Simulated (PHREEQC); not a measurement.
Consider water at 22 °C with 9.8e-05 mol/kgw Ca(OH)2 and 0.23 mol/kgw TMAH. Closed to the air; pH follows from the charge balance.

Equilibrium calculation in PHREEQC: ion-association model, phreeqc.dat.

**Question.** The ionic strength comes out as 0.230 mol/kgw. What activity coefficients do OH-, CaOH+, Ca+2 get?

**Answer.** OH- 0.70, CaOH+ 0.74, Ca+2 0.31.

No solid was allowed to form. Complexes and solids missing from the database can't appear. (CH3)4N+ isn't in the database: it is added as a free cation with an ion size of 4 Å.
